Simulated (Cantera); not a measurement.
## Stirred combustor or abatement burner

A perfectly stirred reactor is fed with 3.74 % CO, 0.187 % H₂, 5.23 % CH₄, 12.4 % O₂, 78.4 % N₂, at 101000 Pa; it is adiabatic with a 375 K inlet, and is followed from long to short residence time, starting on the burning branch (τ in s: 0.42, 0.17, 0.073, 0.03, 0.013, 0.0052, 0.0022, 0.0009, 0.00038, 0.00016, 6.5e-05, 2.7e-05).

Detailed kinetics in Cantera: GRI-Mech 3.0 (53 species, 325 reactions).

| τ (s) | T (K) | x CO | x H₂ | x CH₄ | x H₂O₂ | x C₂H₄ | x C₂H | x CH₃ |
|---|---|---|---|---|---|---|---|---|
| 0.42 | 1834 | 0.00444 | 0.00135 | 3.32e-6 | 2.70e-8 | 7.57e-10 | 1.77e-12 | 1.19e-6 |
| 0.17 | 1820 | 0.00568 | 0.00176 | 5.78e-6 | 4.14e-8 | 1.67e-9 | 3.91e-12 | 1.94e-6 |
| 0.073 | 1803 | 0.00716 | 0.00225 | 9.80e-6 | 6.12e-8 | 3.34e-9 | 7.73e-12 | 3.04e-6 |
| 0.030 | 1780 | 0.00908 | 0.00291 | 1.73e-5 | 9.20e-8 | 6.78e-9 | 1.52e-11 | 4.87e-6 |
| 0.013 | 1752 | 0.0113 | 0.00368 | 3.02e-5 | 1.34e-7 | 1.34e-8 | 2.85e-11 | 7.65e-6 |
| 0.0052 | 1714 | 0.0141 | 0.00466 | 5.78e-5 | 2.04e-7 | 3.03e-8 | 5.78e-11 | 1.29e-5 |
| 0.0022 | 1668 | 0.0175 | 0.00567 | 0.000113 | 3.03e-7 | 7.38e-8 | 1.18e-10 | 2.19e-5 |
| 0.00090 | 1608 | 0.0223 | 0.00668 | 0.000255 | 4.60e-7 | 2.36e-7 | 2.64e-10 | 4.11e-5 |
| 0.00038 | 1515 | 0.0323 | 0.00751 | 0.000810 | 6.92e-7 | 1.48e-6 | 6.47e-10 | 9.71e-5 |
| 0.00016 | 375 | 0.0374 | 0.00187 | 0.0523 | <1e-12 | <1e-12 | <1e-12 | <1e-12 |
| 6.5e-5 | 375 | 0.0374 | 0.00187 | 0.0523 | <1e-12 | <1e-12 | <1e-12 | <1e-12 |
| 2.7e-5 | 375 | 0.0374 | 0.00187 | 0.0523 | <1e-12 | <1e-12 | <1e-12 | <1e-12 |
x: mole fraction; the columns are a selection and need not sum to one.
